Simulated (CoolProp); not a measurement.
Methanol along the isobar 0.915 MPa: density (kg/m³) from the reference equation and from simpler models built on Tc = 513.4 K, pc = 8.216 MPa, ω = 0.565; each cubic takes its own stable root.

The numbers come from the reference Helmholtz-energy equation of state, de Reuck 1993 in CoolProp.

```json
[
 {"T (K)": "299.6", "phase": "liquid", "reference": "785.8", "van der Waals": "384.7", "Redlich-Kwong": "567.4", "Soave-Redlich-Kwong": "605.4", "Peng-Robinson": "681.2"},
 {"T (K)": "322.3", "phase": "liquid", "reference": "764.3", "van der Waals": "12.27", "Redlich-Kwong": "547.5", "Soave-Redlich-Kwong": "588.7", "Peng-Robinson": "663.4"},
 {"T (K)": "345", "phase": "liquid", "reference": "742.0", "van der Waals": "11.25", "Redlich-Kwong": "525.7", "Soave-Redlich-Kwong": "569.7", "Peng-Robinson": "643.0"},
 {"T (K)": "367.7", "phase": "liquid", "reference": "718.0", "van der Waals": "10.40", "Redlich-Kwong": "501.4", "Soave-Redlich-Kwong": "548.0", "Peng-Robinson": "619.5"},
 {"T (K)": "390.5", "phase": "liquid", "reference": "691.2", "van der Waals": "9.679", "Redlich-Kwong": "9.900", "Soave-Redlich-Kwong": "522.7", "Peng-Robinson": "591.7"},
 {"T (K)": "413.2", "phase": "gas", "reference": "9.835", "van der Waals": "9.062", "Redlich-Kwong": "9.218", "Soave-Redlich-Kwong": "9.370", "Peng-Robinson": "9.421"},
 {"T (K)": "435.9", "phase": "gas", "reference": "8.858", "van der Waals": "8.525", "Redlich-Kwong": "8.636", "Soave-Redlich-Kwong": "8.729", "Peng-Robinson": "8.774"},
 {"T (K)": "458.6", "phase": "gas", "reference": "8.217", "van der Waals": "8.052", "Redlich-Kwong": "8.132", "Soave-Redlich-Kwong": "8.184", "Peng-Robinson": "8.225"},
 {"T (K)": "481.3", "phase": "gas", "reference": "7.711", "van der Waals": "7.631", "Redlich-Kwong": "7.689", "Soave-Redlich-Kwong": "7.714", "Peng-Robinson": "7.751"}
]
```

At some of these states van der Waals, Redlich-Kwong gives the other phase, because its saturation line lies elsewhere.
